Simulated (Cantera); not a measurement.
Feed: 1 mol n-butane, a varied amount of CO2, 46 mol N2, at 2873.15 K and 2100 Pa.

Equilibrium computed with Cantera from the NASA thermochemical tables; the gas is ideal and each condensed phase is pure. Candidate condensed phases: C, C6H6, C7H8, C8H18, H2O; 136 gas species. The numbers say what is thermodynamically allowed, not how fast it happens.

x: gas mole fraction; n: condensed amount in mol.

```csv
n(CO2) (mol),x N2,x H,x CO,x H2,x HCN,n C(graphite)
0.085,0.823,0.109,0.00311,0.0227,0.0218,1.09
0.12,0.822,0.109,0.00438,0.0227,0.0217,1.05
0.16,0.821,0.109,0.00583,0.0226,0.0217,1.01
0.22,0.819,0.109,0.00800,0.0225,0.0216,0.947
0.31,0.816,0.109,0.0112,0.0224,0.0215,?
0.43,0.813,0.108,0.0155,0.0223,0.0214,?
0.59,0.808,0.108,0.0212,0.0221,0.0213,?
0.82,0.801,0.107,0.0292,0.0218,0.0210,?
1.1,0.793,0.106,0.0388,0.0215,0.0208,?
1.6,0.782,0.107,0.0554,0.0216,0.0183,?
```

Problem. Complete the blanks.

Solution. 
- 0.31, n C(graphite): 0.855
- 0.43, n C(graphite): 0.733
- 0.59, n C(graphite): 0.569
- 0.82, n C(graphite): 0.334
- 1.1, n C(graphite): 0.0483
- 1.6, n C(graphite): 0
